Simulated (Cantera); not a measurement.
A Cantera script and what it prints.

```python
import numpy as np
import cantera as ct

gas_names = [...]  # 113 gases of nasa_gas.yaml made of C, H, O, Ti
cond_names = """
    C(gr) C6H6(L) C7H8(L) C8H18(L),n-octa H2O(s) H2O(L) Ti(a) Ti(b) Ti(L) TiC(s) TiC(L) TiO(a) TiO(b)
    TiO(L) TiO2(ru) TiO2(L) Ti2O3(a) Ti2O3(b) Ti2O3(L) Ti3O5(a) Ti3O5(b) Ti3O5(L) Ti4O7(s) Ti4O7(L)
""".split()


# ... load() reads the species with a 1 bar reference pressure and builds the phases ...
atoms = {
    'Ti': {'Ti': 1},
    'H2O': {'H': 2, 'O': 1},
    'CO': {'C': 1, 'O': 1},
}
top_T = {'C(gr)': 4500}  # K; cautious upper limits of use, not melting points


# ... equilibrate(T, P, feed) seeds the gas with the atoms and calls Mixture.equilibrate('TP', solver="vcs", rtol=1e-11, max_steps=5000) ...
results = []
feed = {'Ti': 1, 'H2O': 0.15, 'CO': 24}  # mol
P = 133.322  # Pa
for T in [1300, 1350, 1400, 1450, 1500, 1550, 1600, 1650, 1700, 1750, 1800, 1850, 1900, 1950]:
    mix = equilibrate(T, P, feed)
    results.append((T, P, feed, dict(zip(mix.species_names, mix.species_moles))))

top = {s: max(r[3][s] / sum(r[3][g] for g in gas_names) for r in results) for s in gas_names}
cols = sorted((s for s in top if top[s] > 0.0001), key=lambda s: -top[s])[:8]
seen = [c for c in cond_names if any(r[3].get(c, 0) > 1e-12 for r in results)]
print("log10 of partial pressures in bar; condensed amounts in mol")
print(f"{'T/K':>10s}" + "".join(f"{s[:9]:>10s}" for s in cols + seen))
for T, P, feed, n in results:
    ng = sum(n[g] for g in gas_names)
    print(f"{T:10.4g}" + "".join(f"{np.log10(max(n[s] / ng * P / 1e5, 1e-99)):10.3f}" for s in cols)
          + "".join(f"{n.get(c, 0):10.4g}" for c in seen))
```

Result:

```
log10 of partial pressures in bar; condensed amounts in mol
       T/K        CO        H2         H       TiO    TiC(s)    TiO(b)  Ti2O3(b)
      1300    -2.878    -5.072    -8.492   -14.956    0.5402         0    0.2299
      1350    -2.878    -5.072    -8.159   -13.982    0.5402         0    0.2299
      1400    -2.878    -5.072    -7.849   -13.079    0.5402         0    0.2299
      1450    -2.878    -5.073    -7.561   -12.241    0.5402         0    0.2299
      1500    -2.878    -5.073    -7.291   -11.460    0.5402         0    0.2299
      1550    -2.878    -5.074    -7.039   -10.730    0.5402         0    0.2299
      1600    -2.878    -5.076    -6.803   -10.048    0.5402         0    0.2299
      1650    -2.878    -5.079    -6.581    -9.408    0.5402         0    0.2299
      1700    -2.878    -5.083    -6.373    -8.807    0.5402         0    0.2299
      1750    -2.878    -5.090    -6.178    -8.242    0.5402         0    0.2299
      1800    -2.878    -5.101    -5.997    -7.764    0.4252    0.5745         0
      1850    -2.878    -5.115    -5.826    -7.326    0.4251    0.5739         0
      1900    -2.878    -5.134    -5.667    -6.912     0.425    0.5724         0
      1950    -2.878    -5.161    -5.521    -6.521    0.4244    0.5687         0
```

Equilibrium computed with Cantera from the NASA thermochemical tables; the gas is ideal and each condensed phase is pure. Mutual solubility and eutectic melting of coexisting phases are not modelled. TiC, TiO: taken at fixed stoichiometry. Condensed phases not in the tables: solid solutions among these carbides, nitrides and lower oxides.
